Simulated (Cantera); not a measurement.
Charge: 1 mol BN, 1.6 mol HCl, held at 1623 K and 0.133 bar.

Method: chemical equilibrium by Gibbs-energy minimisation in Cantera with the NASA 1993 tables (ideal gas, pure condensed phases). Candidate condensed phases: B, BN, NH₄Cl; 21 gas species. The tables' values for BCl₂, BCl are old estimates; treat these amounts as uncertain. Gases not in the tables: BHCl₂. Rates play no part.

Question: What is the equilibrium state?

Answer: 
| Property | Value |
|---|---|
| x(HCl) | 0.814 |
| x(H₂) | 0.0927 |
| x(BCl₃) | 0.0614 |
| x(N₂) | 0.0309 |
| x(Cl) | 0.000399 |
| x(BCl₂) | 0.000389 |
| x(H) | 5.76e-5 |
| x(BCl) | 3.60e-5 |
| x(Cl₂) | 1.34e-6 |
| n(BN(s)) | 0.901 mol |
| gas amount | 1.601 mol |
| log10 activity of B(s) (absent) | -2.28 |
